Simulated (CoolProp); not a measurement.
Vapour-liquid equilibrium of cyclohexane (1) + ethylbenzene (2) at 0.124 MPa; x and y are mole fractions of (1).

Model: multi-fluid Helmholtz-energy mixture model, Zhou 2014 and Zhou 2012; pair parameters Bell 2016, in CoolProp.

| x | bubble temperature, mixture model (K) | bubble temperature, Raoult's law (K) | y, mixture model | y, Raoult's law |
|---|---|---|---|---|
| 0.05 | 410.7 | 411.6 | 0.188 | 0.176 |
| 0.2 | 395.4 | 398.1 | 0.543 | 0.521 |
| 0.35 | 384.7 | 387.7 | 0.724 | 0.714 |
| 0.5 | 376.9 | 379.4 | 0.828 | 0.830 |
| 0.65 | 371.0 | 372.7 | 0.894 | 0.905 |
| 0.8 | 366.3 | 367.0 | 0.944 | 0.955 |
| 0.95 | 362.1 | 362.2 | 0.986 | 0.991 |

The largest gap from Raoult's law is -3.0 K in bubble temperature, at x = 0.35. No azeotrope shows between x = 0.05 and 0.95.

Pair parameters are fitted to limited data, so mixtures are less certain than the pure fluids.
